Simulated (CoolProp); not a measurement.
Vapour pressure (kPa) of dimethyl ether: the reference equation beside estimates from Tc = 127.2 °C, pc = 5337 kPa, ω = 0.196. Clausius-Clapeyron is anchored at -52.85 °C with a constant enthalpy of vaporisation of 22.85 kJ/mol.

Model: reference Helmholtz-energy equation of state, Wu 2011, in CoolProp.

```tsv
T (°C)	reference	Lee-Kesler	Clausius-Clapeyron	van der Waals	Redlich-Kwong	Soave-Redlich-Kwong	Peng-Robinson
-52.85	24.88	24.17	24.88	?	41.39	24.50	25.54
-36.85	58.08	56.95	57.89	?	91.71	?	58.80
-20.85	119.9	118.5	121.0	?	179.6	118.9	120.3
-4.75	225.0	224.2	232.6	854.8	320.4	224.2	224.7
11.25	388.7	389.2	413.8	1152	527.4	389.1	387.4
27.35	?	634.2	694.4	1513	818.5	635.0	629.4
43.35	969.7	?	1103	1935	1205	979.9	968.7
59.35	1426	1435	1674	2426	1702	1447	1429
```

Task: Some entries are withheld; supply them.

Result: 
- -52.85, van der Waals: 276.0
- -36.85, van der Waals: 421.2
- -36.85, Soave-Redlich-Kwong: 57.37
- -20.85, van der Waals: 611.8
- 27.35, reference: 631.3
- 43.35, Lee-Kesler: 975.5

Absolute difference from the reference over all 8 rows, mean and median: Lee-Kesler 1.0 and 0.6 %, Clausius-Clapeyron 6.5 and 4.9 %, van der Waals 353.8 and 238.1 %, Redlich-Kwong 40.7 and 39.0 %, Soave-Redlich-Kwong 0.9 and 0.9 %, Peng-Robinson 0.7 and 0.3 %.
